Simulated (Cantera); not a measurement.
Cantera run:

```python
import numpy as np
import cantera as ct

gas_names = """
    Fe FeO Fe(OH)2 H HNO HNO2 HNO3 HO2 H2 H2O H2O2 H2S H2SO4 N NH NH2 NH3 NH2OH NO NO2 NO3 N2 N2H2 N2H4
    N2O O OH O2 O3 S SH SN SO SO2 SO3 S2 S2O S8
""".split()
cond_names = """
    Fe(a) Fe(c) Fe(d) Fe(L) FeO(s) FeO(L) Fe(OH)2(s) Fe(OH)3(s) FeS(a) FeS(b) FeS(c) FeS(L) FeSO4(s)
    FeS2(s) Fe2O3(s) Fe2S3O12(s) Fe3O4(s) H2O(s) H2O(L) H2SO4(L) S(cr1) S(cr2) S(L)
""".split()


# ... load() reads the species with a 1 bar reference pressure and builds the phases ...
atoms = {
    'Fe2O3': {'Fe': 2, 'O': 3},
    'H2S': {'H': 2, 'S': 1},
    'N2': {'N': 2},
}
top_T = {'FeSO4(s)': 950, 'FeS2(s)': 1010, 'Fe2O3(s)': 1830, 'Fe2S3O12(s)': 1100, 'Fe3O4(s)': 1870}  # K; cautious upper limits of use, not melting points


# ... equilibrate(T, P, feed) seeds the gas with the atoms and calls Mixture.equilibrate('TP', solver="vcs", rtol=1e-11, max_steps=5000) ...
results = []
feed = {'Fe2O3': 1, 'H2S': 0.23, 'N2': 22}  # mol
T = 1150  # K
P = 470000  # Pa
mix = equilibrate(T, P, feed)
results.append((T, P, feed, dict(zip(mix.species_names, mix.species_moles))))
print(gas.report(threshold=1e-05))
for i in range(1, mix.n_phases):
    print(f"{mix.phase(i).name:16s} {mix.phase_moles(i):12.5e} mol")
```

Result:

```
       temperature   1150 K
          pressure   4.7e+05 Pa
           density   1.382 kg/m^3
  mean mol. weight   28.115 kg/kmol
   phase of matter   gas

                          1 kg             1 kmol
                     ---------------   ---------------
          enthalpy        8.0745e+05        2.2701e+07  J
   internal energy        4.6736e+05         1.314e+07  J
           entropy            7868.1        2.2121e+05  J/K
    Gibbs function       -8.2409e+06       -2.3169e+08  J
 heat capacity c_p            1196.2             33632  J/K
 heat capacity c_v            900.48             25317  J/K

                      mass frac. Y      mole frac. X     chem. pot. / RT
                     ---------------   ---------------   ---------------
                H2        8.7588e-06        0.00012215           -25.327
               H2O         0.0063895         0.0099717           -53.671
               H2S        0.00023527        0.00019412           -36.649
                N2           0.98056           0.98409           -23.704
               SO2          0.011626         0.0051024            -68.01
                S2         0.0011215        0.00049176           -22.644
               S2O        5.4303e-05        1.9056e-05           -50.988
     [  +31 minor]        6.2537e-06        3.8609e-06

Fe(a)             0.00000e+00 mol
FeO(s)            0.00000e+00 mol
Fe(OH)2(s)        0.00000e+00 mol
Fe(OH)3(s)        0.00000e+00 mol
FeS(c)            8.86672e-02 mol
Fe2O3(s)          0.00000e+00 mol
Fe3O4(s)          6.37111e-01 mol
S(L)              0.00000e+00 mol
```

Cantera equilibrium calculation (NASA polynomials, part measured and part estimated; ideal gas, pure solids and liquids). Mutual solubility and eutectic melting of coexisting phases are not modelled. FeS: taken at fixed stoichiometry. Gases not in the tables: S3 to S7.
